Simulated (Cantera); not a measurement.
# Silicon nitride deposition: SiHCl₃ + N₂

A closed system holds: 1 mol SiHCl₃, 11 mol N₂, at 1773.15 K and 75.0 Torr.

Cantera equilibrium calculation (NASA polynomials, part measured and part estimated; ideal gas, pure solids and liquids). Candidate condensed phases: NH₄Cl, Si, Si₃N₄; 28 gas species. The tables' values for SiCl₃, SiCl are old estimates; treat these amounts as uncertain. Kinetics and transport are ignored.

The x(N₂) is 0.852, the x(SiCl₂) comes out as 0.0661 and the x(HCl) is 0.0635. The x(SiCl₃) is 0.00910 and the x(H₂) is 0.00689. The x(SiCl₄) is 0.00213, the x(Cl) comes out as 0.000529 and the x(H) is 7.48e-5. The x(SiHCl₃) is 5.42e-5 and the gas amount comes out as 12.92 mol. The log10 activity of Si(l) (absent) comes out as -1.45.
